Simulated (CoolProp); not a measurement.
Vapour-liquid equilibrium of cyclohexane (1) + m-xylene (2) at 1.14 MPa; x and y are mole fractions of (1).

Values from CoolProp's multi-fluid Helmholtz-energy mixture model, Zhou 2014 and Zhou 2012; pair parameters Bell 2016.

```csv
x,"bubble temperature, mixture model (°C)","bubble temperature, Raoult's law (°C)","y, mixture model","y, Raoult's law"
0.05,253.7,253.8,0.108,0.128
0.2,238.3,239.1,0.374,0.419
0.35,225.6,226.8,0.566,0.618
0.5,215.0,216.2,0.706,0.756
0.65,206.2,207.0,0.813,0.856
0.8,198.6,199.0,0.900,0.930
0.95,191.9,191.9,0.976,0.985
```

The largest gap from Raoult's law is -1.2 K in bubble temperature, at x = 0.35. No azeotrope shows between x = 0.05 and 0.95.

The pair parameters rest on a limited set of measurements; away from them the model extrapolates.
